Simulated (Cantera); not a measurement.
A closed system holds: 1 mol Cr₂O₃, 67 mol H₂, 0.2 mol H₂O, equilibrated at 10.0 mbar.

Method: chemical equilibrium by Gibbs-energy minimisation in Cantera with the NASA 1993 tables (ideal gas, pure condensed phases). Candidate condensed phases: Cr, Cr₂O₃, H₂O; 13 gas species. Equilibrium is a limit: real reactors are often held back by kinetics, nucleation or transport.

Q: At 2000 K, list the 5 most abundant gas species with their mole fractions, and the condensed phases.

A: H₂ 0.921, H₂O 0.0389, Cr 0.0239, H 0.0156, CrO 0.000682. Condensed: Cr₂O₃(s).
